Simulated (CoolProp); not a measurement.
Propylene glycol along the isobar 5.65 MPa: density (kg/m³) from the reference equation and from simpler models built on Tc = 400.8 °C, pc = 7.292 MPa, ω = 0.327; each cubic takes its own stable root.

Values from CoolProp's reference Helmholtz-energy equation of state, Eisenbach 2021.

```json
[
 {"T (°C)": "129.25", "phase": "liquid", "reference": "952.2"},
 {"T (°C)": "144.75", "phase": "liquid", "reference": "938.7"},
 {"T (°C)": "160.35", "phase": "liquid", "reference": "924.6"},
 {"T (°C)": "175.85", "phase": "liquid", "reference": "910.1"},
 {"T (°C)": "191.35", "phase": "liquid", "reference": "895.1"},
 {"T (°C)": "206.95", "phase": "liquid", "reference": "879.3"},
 {"T (°C)": "222.45", "phase": "liquid", "reference": "863.0"},
 {"T (°C)": "238.05", "phase": "liquid", "reference": "845.7"},
 {"T (°C)": "253.55", "phase": "liquid", "reference": "827.5"},
 {"T (°C)": "269.15", "phase": "liquid", "reference": "808.1"},
 {"T (°C)": "284.65", "phase": "liquid", "reference": "787.4"},
 {"T (°C)": "300.25", "phase": "liquid", "reference": "765.0"},
 {"T (°C)": "315.75", "phase": "liquid", "reference": "740.5"},
 {"T (°C)": "331.35", "phase": "liquid", "reference": "712.9"},
 {"T (°C)": "346.85", "phase": "liquid", "reference": "681.2"}
]
```

### Question
How far does each simpler model (van der Waals, Soave-Redlich-Kwong) lie from the reference over these 15 states: mean and median of the absolute difference, and the worst?

### Answer
- van der Waals: mean 35.2 %, median 34.9 %, worst -37.0 % at 346.85 °C and 5.65 MPa
- Soave-Redlich-Kwong: mean 3.6 %, median 2.6 %, worst -9.7 % at 346.85 °C and 5.65 MPa
